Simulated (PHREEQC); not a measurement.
Consider water at 20 °C with 0.0021 mol H2S, 3.1e-05 mol HCl and 0.011 mol ZnCl2 per kg of water. Closed to the air; pH follows from the charge balance.

The numbers come from PHREEQC with the ion-association model, phreeqc.dat.

```csv
quantity,before,after
pH,2.78,3.45
HS- (mol/kgw),1.71e-8,1.34e-8
```

Name the change that produced these shifts.
A) diluted 5-fold with water
B) ZnCl2 replaced by KCl at the same molality
C) temperature from 20 to 85 °C
D) ZnCl2 left out
E) ZnCl2 replaced by BaCl2 at the same molality

A, diluted 5-fold with water

Precipitation was switched off in this run. Some of these states are supersaturated (in Sphalerite (slow to form), for instance).
